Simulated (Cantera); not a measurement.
Hydrocarbon pyrolysis for carbon deposition

An isothermal, constant-pressure homogeneous reactor starts with CH4 : H2 = 1 : 18 (molar parts), at 1650 K and 0.00109 atm.

Cantera simulation using GRI-Mech 3.0 (53 species, 325 reactions); the numbers are that mechanism's predictions, not measurements. GRI-Mech 3.0 stops at C3 and has no aromatics, soot or wall deposition, so with more carbon than oxygen in the feed, carbon stays in small species such as C2H2 where larger ones or solid carbon would form. Radical loss at walls, strong at low pressure, is not modelled.

```tsv
t (s)	x CH4	x H2	x C2H4	x C2H2	x C2H6	x CH2
0.000100	0.0526	0.947	<1e-12	<1e-12	<1e-12	<1e-12
0.000267	0.0526	0.947	<1e-12	<1e-12	<1e-12	<1e-12
0.000715	0.0526	0.947	<1e-12	<1e-12	<1e-12	<1e-12
0.00191	0.0526	0.947	2.30e-12	<1e-12	<1e-12	<1e-12
0.00511	0.0526	0.947	5.58e-11	<1e-12	1.16e-11	7.28e-12
0.0137	0.0526	0.947	1.17e-9	6.54e-12	1.99e-10	5.97e-11
0.0366	0.0526	0.947	2.29e-8	3.76e-10	2.62e-9	4.49e-10
0.0978	0.0526	0.947	4.26e-7	2.30e-8	2.50e-8	3.24e-9
0.261	0.0524	0.947	7.04e-6	1.54e-6	1.83e-7	2.29e-8
0.699	0.0518	0.947	7.06e-5	9.11e-5	1.04e-6	1.55e-7
1.87	0.0469	0.949	0.000184	0.00209	2.82e-6	6.52e-7
5.00	0.0312	0.957	0.000104	0.00971	1.68e-6	7.20e-7
```
x: mole fraction; the columns are a selection and need not sum to one.

Equilibrium at this temperature and pressure: CH4 3.25e-5, H2 0.972, C2H4 1.92e-6, C2H2 0.0249, C2H6 6.30e-12, CH2 5.07e-9 (gas phase only).
